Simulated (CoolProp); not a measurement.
R245fa at several states: fugacity coefficient from the reference equation and from simpler models built on Tc = 153.9 °C, pc = 3.651 MPa, ω = 0.378; each cubic takes its own stable root.

The numbers come from the reference Helmholtz-energy equation of state, Akasaka 2015 in CoolProp.

```
T (°C)  p (MPa)   phase  reference
------  -------  ------  ---------
84.95     0.095     gas     0.9835
0.75     0.0719  liquid     0.7466
17.25      16.9  liquid    0.01230
149.25   0.0757     gas     0.9929
129.85     5.15  liquid     0.3742
```

**Question.** How far does each simpler model (van der Waals, Redlich-Kwong, Soave-Redlich-Kwong, Peng-Robinson) lie from the reference over these 5 states: mean and median of the absolute difference, and the worst?

**Answer.** 
- van der Waals: mean 145.4 %, median 26.0 %, worst +668.5 % at 17.25 °C and 16.9 MPa
- Redlich-Kwong: mean 36.4 %, median 10.8 %, worst +139.9 % at 17.25 °C and 16.9 MPa
- Soave-Redlich-Kwong: mean 2.2 %, median 0.4 %, worst +7.2 % at 17.25 °C and 16.9 MPa
- Peng-Robinson: mean 0.8 %, median 1.0 %, worst +1.8 % at 0.75 °C and 0.0719 MPa

At some of these states van der Waals, Redlich-Kwong gives the other phase, because its saturation line lies elsewhere.
